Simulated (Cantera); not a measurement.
Feed: 1 mol CH3Cl, 0.22 mol HCl, equilibrated at 652 °C and 1.40 mbar.

Equilibrium computed with Cantera from the NASA thermochemical tables; the gas is ideal and each condensed phase is pure. Candidate condensed phases: C, C6H6, C7H8, C8H18; 91 gas species. The numbers say what is thermodynamically allowed, not how fast it happens.

Base state: HCl 0.550, H2 0.450, CH4 6.44e-5 (mole fractions); condensed: C(graphite).

**Question.** What changes in the equilibrium state with this change: pressure from 1.40 mbar to 1.00 bar?

**Answer.** 
```tsv
species	before	after
HCl	0.550	0.569
H2	0.450	0.395
CH4	6.44e-5	0.0355
C(graphite), mol	1.000	0.924
```
